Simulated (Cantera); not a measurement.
Input: 1 mol V, 0.65 mol O₂, 4.3 mol N₂, equilibrated at 2723 K and 13.3 mbar.

These are equilibrium values from Cantera (NASA tables, ideal gas, pure condensed phases), not measurements of a reactor. Candidate condensed phases: V, VN, VO, V₂O₃, V₂O₄, V₂O₅; 13 gas species. The numbers say what is thermodynamically allowed, not how fast it happens.

Base state: N₂ 0.810, VO 0.0921, VO₂ 0.0759, V 0.0205, O 0.000923, NO 0.000195, N 1.52e-5 (mole fractions); condensed: gas only.

Question: What changes in the equilibrium state with this change: temperature from 2723 K to 2150 K?

Answer: 
| species | before | after |
|---|---|---|
| N₂ | 0.810 | 0.989 |
| VO₂ | 0.0759 | 0.00949 |
| VO | 0.0921 | 0.00110 |
| V | 0.0205 | 1.40e-5 |
| N | 1.52e-5 | 5.83e-8 |
| O | 0.000923 | 7.07e-6 |
| NO | 0.000195 | 1.15e-5 |
| VO(l), mol | 0 | 0.436 |
| V₂O₃(s), mol | 0 | 0.259 |
Mutual solubility and eutectic melting of coexisting phases are not modelled. VO: taken at fixed stoichiometry. Condensed phases not in the tables: the oxides between V₂O₃ and V₂O₅ other than VO₂.
